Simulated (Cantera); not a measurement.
Input: 1 mol TEOS, 0.72 mol O3, held at 227 °C and 0.0100 bar.

Equilibrium computed with Cantera from the NASA thermochemical tables; the gas is ideal and each condensed phase is pure. Candidate condensed phases: C, C6H6, C7H8, C8H18, H2O, Si, SiC, SiO2; 123 gas species. The feed counts by its element totals alone. The numbers say what is thermodynamically allowed, not how fast it happens.

Task: What is the equilibrium state?

Result: 
- x(H2O): 0.462
- x(CH4): 0.371
- x(H2): 0.122
- x(CO2): 0.0446
- x(CO): 8.57e-5
- n(C(graphite)): 4.87 mol
- n(SiO2(α-quartz)): 1.00 mol
- gas amount: 7.540 mol
- log10 activity of C7H8(l) (absent): -30.86
- log10 activity of Si(s) (absent): -41.01
